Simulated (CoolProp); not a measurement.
A single-stage vapour-compression cycle with nitrous oxide: evaporating at 200.15 K (dew point), condensing at 238.15 K (bubble point), superheat 0 K, subcooling 0 K, compressor efficiency 0.9, no pressure losses. Each further row changes one setting.

Values from CoolProp's reference Helmholtz-energy equation of state, Lemmon 2006. It is a short technical equation, of lower accuracy than the large ones.

```csv
case,cooling COP,pressure ratio,discharge temperature (K),refrigerating effect (kJ/kg),volumetric capacity (kJ/m³)
as stated,3.85,4.74,297.6,288,1880
evaporating temperature 205.15 K,4.67,3.72,287.2,290,2380
condensing temperature 233.15 K,4.56,3.99,285.4,297,1940
subcooling 5 K,3.98,4.74,297.6,297,1940
superheat 10 K,3.75,4.74,310.9,296,1830
compressor efficiency 0.8,3.42,4.74,307.3,288,1880
```
